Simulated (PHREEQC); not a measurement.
Make-up at 25 °C: 0.04 mol/kgw Cu(BF4)2 and 0.11 mol/kgw NaCl. Closed to the air; pH follows from the charge balance.

Computed with PHREEQC (ion-association model, wateq4f.dat).

Precipitation was switched off in this run.

Task: Predict the pH, activity of water, ionic strength.

Result: pH 2.68; activity of water 0.994; ionic strength 0.225 mol/kgw.

Task: In which forms is Cl present?

Result: Cl- 97 %, CuCl+ 2.9 % of the Cl.

Species that the database lacks are ignored. Real BF4- forms and hydrolyses slowly; the run takes it at equilibrium.
